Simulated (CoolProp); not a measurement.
CF4 (R14) at 251.44 K and 0.611 MPa is throttled through a valve to 0.113 MPa with no heat exchange. Each further row changes one setting.

Computed with CoolProp (reference Helmholtz-energy equation of state, Platzer 1990). This equation is an older, rougher fit.

```tsv
case	temperature change (K)	final density (kg/m³)
as stated	?	?
outlet pressure 0.0339 MPa	?	?
outlet pressure 0.147 MPa	?	?
```

Task: Complete the blanks.

Result: 
- as stated, temperature change (K): -4.2
- as stated, final density (kg/m³): 4.88
- outlet pressure 0.0339 MPa, temperature change (K): -4.9
- outlet pressure 0.0339 MPa, final density (kg/m³): 1.46
- outlet pressure 0.147 MPa, temperature change (K): -3.9
- outlet pressure 0.147 MPa, final density (kg/m³): 6.35
